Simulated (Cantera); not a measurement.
An isothermal, constant-pressure homogeneous reactor starts with 0.585 % CH₄, 99.4 % N₂, at 1375 K and 0.0263 atm.

Detailed kinetics in Cantera: GRI-Mech 3.0 (53 species, 325 reactions). GRI-Mech 3.0 stops at C3 and has no aromatics, soot or wall deposition, so with more carbon than oxygen in the feed, carbon stays in small species such as C2H2 where larger ones or solid carbon would form. Radical loss at walls, strong at low pressure, is not modelled.

**Question.** Predict: x(CH₄) at 20.0 s; x(H) at 20.0 s; x(C₂H₂) at 20.0 s; x(HCN) at 20.0 s; x(H₂) at 20.0 s; x(CH₂) at 20.0 s.

**Answer.** 
| Quantity | Result |
|---|---|
| x(CH₄) at 20.0 s | 0.00479 (gas-phase equilibrium 1.01e-6) |
| x(H) at 20.0 s | 3.04e-7 (gas-phase equilibrium 1.97e-6) |
| x(C₂H₂) at 20.0 s | 0.000419 (gas-phase equilibrium 0.000159) |
| x(HCN) at 20.0 s | 1.98e-9 (gas-phase equilibrium 0.00549) |
| x(H₂) at 20.0 s | 0.00146 (gas-phase equilibrium 0.00872) |
| x(CH₂) at 20.0 s | 2.08e-9 (gas-phase equilibrium <1e-12) |
